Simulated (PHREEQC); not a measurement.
Model water analysis in mmol/kgw, 25 °C, pH 3.64, pe 10.4: Na 77.3; K 2.37; Ca 2.14; Mg 1.57; Cl 10.7; S(6) 37.5; P 0.05; Zn 0.0363; Cu(2) 1.7; Br 0.583.

Valence states are taken as typed.

Model: ion-association model, wateq4f.dat, run in PHREEQC.

Question: The ionic strength comes out as 0.113 mol/kgw. What activity coefficients do Ca+2, Zn+2, NaSO4-, Na+, Cl- get?

Answer: Ca+2 0.38, Zn+2 0.39, NaSO4- 0.78, Na+ 0.78, Cl- 0.76.

No solid was allowed to form. Complexes and solids missing from the database can't appear. H3PO4, which wateq4f.dat lacks, is added to it with the constant of phreeqc.dat. The database has no phosphate complexes of Cu, Zn.
